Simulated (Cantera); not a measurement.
A perfectly stirred reactor is fed with CO : H₂ : O₂ : N₂ = 1 : 0.69 : 0.971 : 3.65 (molar parts), at 0.730 bar; it is adiabatic with a 800 K inlet, and is followed from long to short residence time, starting on the burning branch (τ in s: 0.17, 0.051, 0.015, 0.0047, 0.0014, 0.00042, 0.00013, 3.8e-05, 1.2e-05).

Detailed kinetics in Cantera: GRI-Mech 3.0 (53 species, 325 reactions).

x: mole fraction; the columns are a selection and need not sum to one.

| τ (s) | T (K) | x CO | x H₂ | x O₂ | x NO | x NO₂ |
|---|---|---|---|---|---|---|
| 0.17 | 2483 | 0.0329 | 0.00415 | 0.0337 | 0.00748 | 2.27e-6 |
| 0.051 | 2473 | 0.0340 | 0.00432 | 0.0348 | 0.00626 | 1.86e-6 |
| 0.015 | 2439 | 0.0374 | 0.00488 | 0.0375 | 0.00385 | 1.06e-6 |
| 0.0047 | 2345 | 0.0455 | 0.00638 | 0.0424 | 0.00144 | 3.11e-7 |
| 0.0014 | 2171 | 0.0572 | 0.00907 | 0.0487 | 0.000315 | 4.88e-8 |
| 0.00042 | … | … | … | … | … | … |
| 0.00013 | 1714 | 0.0777 | 0.0141 | 0.0619 | 4.96e-5 | 6.71e-9 |
| 3.8e-5 | … | … | … | … | … | … |
| 1.2e-5 | 800 | 0.158 | 0.109 | 0.154 | <1e-12 | <1e-12 |

**Question.** Some entries are withheld; supply them.

**Answer.** 
- 0.00042, T (K): 1953
- 0.00042, x CO: 0.0672
- 0.00042, x H₂: 0.0120
- 0.00042, x O₂: 0.0545
- 0.00042, x NO: 9.97e-5
- 0.00042, x NO₂: 1.32e-8
- 3.8e-5, T (K): 1405
- 3.8e-5, x CO: 0.113
- 3.8e-5, x H₂: 0.0199
- 3.8e-5, x O₂: 0.0860
- 3.8e-5, x NO: 1.01e-5
- 3.8e-5, x NO₂: 1.71e-9
